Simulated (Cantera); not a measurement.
**Low-pressure radical oxidation in H2/O2**

A perfectly stirred reactor is fed with 12.3 % H2, 87.7 % O2, equivalence ratio 0.070, at 750 Pa; it is held at 1300 K, and followed from long to short residence time.

Model: the H2/O2 subset of GRI-Mech 3.0, which has no nitrogen chemistry, integrated in Cantera. Radical loss at walls, strong at low pressure, is not modelled. The temperature is held fixed by assumption; the heat of reaction is taken as removed at once.

```json
[
 {"τ (s)": "0.49", "x H2": "0.00116", "x O2": "0.853", "x HO2": "2.24e-6", "x H2O": "0.124", "x H": "0.00303", "x OH": "0.00490"},
 {"τ (s)": "0.19", "x H2": "0.00195", "x O2": "0.842", "x HO2": "2.59e-6", "x H2O": "0.120", "x H": "0.00669", "x OH": "0.00632"},
 {"τ (s)": "0.075", "x H2": "0.00300", "x O2": "0.827", "x HO2": "2.79e-6", "x H2O": "0.114", "x H": "0.0127", "x OH": "0.00771"},
 {"τ (s)": "0.029", "x H2": "0.00430", "x O2": "0.812", "x HO2": "2.87e-6", "x H2O": "0.106", "x H": "0.0201", "x OH": "0.00890"},
 {"τ (s)": "0.011", "x H2": "0.00612", "x O2": "0.802", "x HO2": "2.87e-6", "x H2O": "0.0998", "x H": "0.0262", "x OH": "0.00988"},
 {"τ (s)": "0.0045", "x H2": "0.00925", "x O2": "0.800", "x HO2": "2.87e-6", "x H2O": "0.0938", "x H": "0.0297", "x OH": "0.0109"},
 {"τ (s)": "0.0018", "x H2": "0.0161", "x O2": "0.805", "x HO2": "2.83e-6", "x H2O": "0.0852", "x H": "0.0313", "x OH": "0.0122"}
]
```
x: mole fraction; the columns are a selection and need not sum to one.
